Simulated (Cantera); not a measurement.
# Equilibrium for silicon epitaxy and polysilicon growth: SiCl4 + H2 + Cl2

Input: 1 mol SiCl4, 130 mol H2, 0.004 mol Cl2, equilibrated at 1048 K and 0.140 bar.

Method: chemical equilibrium by Gibbs-energy minimisation in Cantera with the NASA 1993 tables (ideal gas, pure condensed phases). Candidate condensed phases: Si; 19 gas species. The tables' values for SiCl3 are old estimates; treat these amounts as uncertain. Equilibrium is a limit: real reactors are often held back by kinetics, nucleation or transport.

x(H2): 0.983
x(HCl): 0.0116
x(SiCl4): 0.00263
x(SiHCl3): 0.00227
x(SiCl2): 0.000257
x(SiH2Cl2): 0.000223
x(SiCl3): 0.000192
x(SiH3Cl): 5.71e-6
n(Si(s)): 0.267 mol
gas amount: 131.3 mol
